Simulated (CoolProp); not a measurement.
Vapour pressure (MPa) of carbon monoxide: the reference equation beside estimates from Tc = 132.9 K, pc = 3.498 MPa, ω = 0.050. Clausius-Clapeyron is anchored at 115.1 K with a constant enthalpy of vaporisation of 4.096 kJ/mol.

Values from CoolProp's reference Helmholtz-energy equation of state, Lemmon 2006. It is a short technical equation, of lower accuracy than the large ones.

```
T (K)   reference  Lee-Kesler  Clausius-Clapeyron
-----  ----------  ----------  ------------------
104.8      0.7638      0.7640          (withheld)
108.2      0.9535      0.9530          (withheld)
111.7  (withheld)  (withheld)          (withheld)
115.1       1.439  (withheld)               1.439
118.6       1.743       1.739               1.632
122         2.080       2.076               1.833
125.5       2.475       2.473               2.051
128.9       2.911       2.911          (withheld)
```

Fill in the missing entries.


- 104.8, Clausius-Clapeyron: 0.9448
- 108.2, Clausius-Clapeyron: 1.095
- 111.7, reference: 1.182
- 111.7, Lee-Kesler: 1.180
- 111.7, Clausius-Clapeyron: 1.263
- 115.1, Lee-Kesler: 1.436
- 128.9, Clausius-Clapeyron: 2.275

Absolute difference from the reference over all 8 rows, mean and median: Lee-Kesler 0.1 and 0.1 %, Clausius-Clapeyron 12.8 and 13.4 %.
